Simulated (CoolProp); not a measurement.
R1336mzz(Z) at 298.15 K and 1.42 MPa is throttled through a valve to 0.451 MPa with no heat exchange. Each further row changes one setting.

Model: reference Helmholtz-energy equation of state, McLinden 2020, in CoolProp.

```csv
case,temperature change (K),final density (kg/m³)
as stated,+0.3,1370
outlet pressure 0.135 MPa,+0.3,1360
outlet pressure 0.586 MPa,+0.2,1370
```
